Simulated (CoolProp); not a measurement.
Vapour-liquid equilibrium of CH2F2 (R32) (1) + R143a (2) at 250 kPa; x and y are mole fractions of (1).

Computed with CoolProp (multi-fluid Helmholtz-energy mixture model, Tillner-Roth 1997 and Lemmon and Jacobsen 2000; pair parameters Bell 2016).

Give the bubble temperature and the first vapour's composition at x = 0.05, 0.65, 0.85. Is there an azeotrope?

x = 0.05: -27.1 °C, y = 0.080; x = 0.65: -32.4 °C, y = 0.678; x = 0.85: -32.6 °C, y = 0.844. y crosses x between x = 0.75 and 0.85: the model has an azeotrope there.

The pair parameters rest on a limited set of measurements; away from them the model extrapolates.
